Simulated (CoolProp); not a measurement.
Vapour-liquid equilibrium of R13 (1) + R113 (2) at 255.8 K; x and y are mole fractions of (1).

Computed with CoolProp (multi-fluid Helmholtz-energy mixture model, Platzer 1990 and Marx 1992; pair parameters Bell 2016). This equation is an older, rougher fit; its heat capacities, sound speeds and derivatives of the liquid may be far off and weren't checked against measurements.

```tsv
x	bubble pressure, mixture model (kPa)	bubble pressure, Raoult's law (kPa)	y, mixture model	y, Raoult's law
0.05	91.10	67.43	0.934	0.915
0.2	[?]	251.6	0.981	0.981
0.35	506.2	435.7	[?]	0.991
0.5	[?]	619.8	0.992	0.995
0.65	823.4	804.0	0.994	0.997
0.8	[?]	988.1	0.996	0.999
0.95	1157	1172	0.999	1.000
```

Complete the blanks.


- 0.2, bubble pressure, mixture model (kPa): 316.4
- 0.35, y, mixture model: 0.989
- 0.5, bubble pressure, mixture model (kPa): 671.6
- 0.8, bubble pressure, mixture model (kPa): 976.4

The largest gap from Raoult's law is +35.1 % in bubble pressure, at x = 0.05. No azeotrope shows between x = 0.05 and 0.95.

The pair parameters rest on a limited set of measurements; away from them the model extrapolates. The gap from Raoult's law changes sign with composition, which may be real or a fault of the pair parameters; it wasn't checked against measurements.
